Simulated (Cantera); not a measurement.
**Hydrocarbon pyrolysis for carbon deposition**

An isothermal, constant-pressure homogeneous reactor starts with C2H6 : N2 = 1 : 41 (molar parts), at 1700 K and 0.420 bar.

Model: GRI-Mech 3.0 (53 species, 325 reactions), integrated in Cantera. GRI-Mech 3.0 stops at C3 and has no aromatics, soot or wall deposition, so with more carbon than oxygen in the feed, carbon stays in small species such as C2H2 where larger ones or solid carbon would form.

```csv
t (s),x C2H6,x H,x C2H,x C2H2,x C2H4,x CH3
6.00e-6,0.0228,2.08e-5,<1e-12,2.28e-8,5.43e-5,0.00169
2.12e-5,0.0190,0.000188,5.43e-9,2.54e-5,0.00183,0.00440
7.49e-5,0.00675,0.000364,3.14e-7,0.00203,0.0104,0.00445
0.000264,0.000276,0.000248,5.82e-7,0.0117,0.00748,0.00104
0.000934,1.71e-5,8.21e-5,2.34e-7,0.0175,0.00228,0.000274
0.00330,4.05e-6,4.18e-5,1.25e-7,0.0196,0.000376,0.000129
0.0117,2.71e-6,3.81e-5,1.13e-7,0.0201,5.83e-5,0.000105
0.0412,1.64e-6,4.02e-5,1.18e-7,0.0207,4.11e-5,8.22e-5
0.145,4.98e-7,4.39e-5,1.26e-7,0.0216,2.57e-5,4.57e-5
0.514,7.00e-8,4.70e-5,1.32e-7,0.0223,2.10e-5,1.73e-5
1.81,7.02e-9,4.83e-5,1.35e-7,0.0226,2.07e-5,5.40e-6
6.41,1.23e-9,4.87e-5,1.36e-7,0.0227,2.08e-5,2.07e-6
22.6,8.87e-10,4.87e-5,1.36e-7,0.0227,2.08e-5,1.68e-6
80.0,8.83e-10,4.87e-5,1.36e-7,0.0227,2.08e-5,1.67e-6
```
x: mole fraction; the columns are a selection and need not sum to one.

Equilibrium at this temperature and pressure: C2H6 1.74e-10, H 4.88e-5, C2H 2.64e-8, C2H2 0.00440, C2H4 4.06e-6, CH3 7.44e-7 (gas phase only).
